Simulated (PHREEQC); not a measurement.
Make-up at 55 °C: 0.0031 mol HF, 0.14 mol NH4F, 0.00025 mol H4SiO4 and 0.33 mol HCl per kg of water. Closed to the air; pH follows from the charge balance.

Computed with PHREEQC (ion-association model, wateq4f.dat).

The ionic strength comes out as 0.332 mol/kgw. What activity coefficients do HF2-, SiF6-2, NH4+, H+, F- get?

HF2- 0.65, SiF6-2 0.23, NH4+ 0.72, H+ 0.77, F- 0.65.

Precipitation was switched off in this run. Complexes and solids missing from the database can't appear. wateq4f.dat counts part of the HF as a dimer, H2F2, which phreeqc.dat doesn't know; its constant is uncertain. Constants without temperature data keep their 25 °C values here. SiF6-2 is the database's only silicon fluoride.
